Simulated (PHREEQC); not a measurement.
Copper plating or etch bath: speciation

Dissolve 16.5 mmol/kgw CuCl2 and 150 mmol/kgw FeCl3 at 25 °C. Closed to the air; pH follows from the charge balance.

Model: ion-association model, phreeqc.dat, run in PHREEQC.

This is a speciation only: nothing precipitates in the calculation.

Problem. Predict the pH, ionic strength, activity of water.

Solution. pH 1.88; ionic strength 0.568 mol/kgw; activity of water 0.991.

Problem. In which forms is Fe present?

Solution. FeCl+2 53 %, Fe+3 19 %, FeCl2+ 16 %, Fe2(OH)2+4 6.5 %, FeOH+2 3.8 %, Fe3(OH)4+5 0.9 % of the Fe.

Examples of supersaturated solids here: Hematite (slow to form), Goethite (slow to form). Others may be too.
